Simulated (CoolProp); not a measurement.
R123 at several states: fugacity coefficient from the reference equation and from simpler models built on Tc = 456.8 K, pc = 3.662 MPa, ω = 0.282; each cubic takes its own stable root.

The numbers come from the reference Helmholtz-energy equation of state, Younglove 1994 in CoolProp. It is a modified Benedict-Webb-Rubin equation, recast in Helmholtz form.

```
T (K)  p (MPa)   phase  reference  van der Waals  Soave-Redlich-Kwong
-----  -------  ------  ---------  -------------  -------------------
366.4    0.361     gas     0.9270         0.9508               0.9325
285.3    0.133  liquid     0.4057         0.9680               0.4058
220.1    0.277  liquid   0.005133         0.2797             0.005195
443.6    0.536     gas     0.9445         0.9535               0.9454
351.5    0.231     gas     0.9459         0.9653               0.9510
```

At some of these states van der Waals gives the other phase, because its saturation line lies elsewhere.
